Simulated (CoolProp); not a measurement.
Saturated liquid density (kg/m³) of sulfur hexafluoride: the reference equation beside estimates from Tc = 318.7 K, pc = 37.55 bar, ω = 0.210. Rackett uses Z = 0.29056 − 0.08775 ω.

Computed with CoolProp (reference Helmholtz-energy equation of state, Guder 2009).

```json
[
 {"T (K)": "237.8", "reference": "1773", "Rackett": "1833", "van der Waals": "1132", "Redlich-Kwong": "1624", "Soave-Redlich-Kwong": "1682", "Peng-Robinson": "1907"},
 {"T (K)": "244.5", "reference": "1736", "Rackett": "1794", "van der Waals": "1107", "Redlich-Kwong": "1580", "Soave-Redlich-Kwong": "1640", "Peng-Robinson": "1860"},
 {"T (K)": "251.2", "reference": "1698", "Rackett": "1753", "van der Waals": "1082", "Redlich-Kwong": "1534", "Soave-Redlich-Kwong": "1594", "Peng-Robinson": "1809"},
 {"T (K)": "257.8", "reference": "1659", "Rackett": "1712", "van der Waals": "1055", "Redlich-Kwong": "1486", "Soave-Redlich-Kwong": "1546", "Peng-Robinson": "1755"},
 {"T (K)": "264.5", "reference": "1617", "Rackett": "1667", "van der Waals": "1026", "Redlich-Kwong": "1435", "Soave-Redlich-Kwong": "1494", "Peng-Robinson": "1696"},
 {"T (K)": "271.2", "reference": "1572", "Rackett": "1619", "van der Waals": "996.0", "Redlich-Kwong": "1380", "Soave-Redlich-Kwong": "1438", "Peng-Robinson": "1632"},
 {"T (K)": "277.8", "reference": "1524", "Rackett": "1569", "van der Waals": "963.7", "Redlich-Kwong": "1322", "Soave-Redlich-Kwong": "1379", "Peng-Robinson": "1563"},
 {"T (K)": "284.5", "reference": "1471", "Rackett": "1513", "van der Waals": "928.0", "Redlich-Kwong": "1258", "Soave-Redlich-Kwong": "1312", "Peng-Robinson": "1486"},
 {"T (K)": "291.2", "reference": "1411", "Rackett": "1452", "van der Waals": "888.5", "Redlich-Kwong": "1188", "Soave-Redlich-Kwong": "1238", "Peng-Robinson": "1400"},
 {"T (K)": "297.8", "reference": "1344", "Rackett": "1383", "van der Waals": "844.7", "Redlich-Kwong": "1110", "Soave-Redlich-Kwong": "1155", "Peng-Robinson": "1303"}
]
```

Absolute difference from the reference over all 10 rows, mean and median: Rackett 3.1 and 3.0 %, van der Waals 36.6 and 36.6 %, Redlich-Kwong 12.2 and 11.7 %, Soave-Redlich-Kwong 8.6 and 8.1 %, Peng-Robinson 4.3 and 4.4 %.
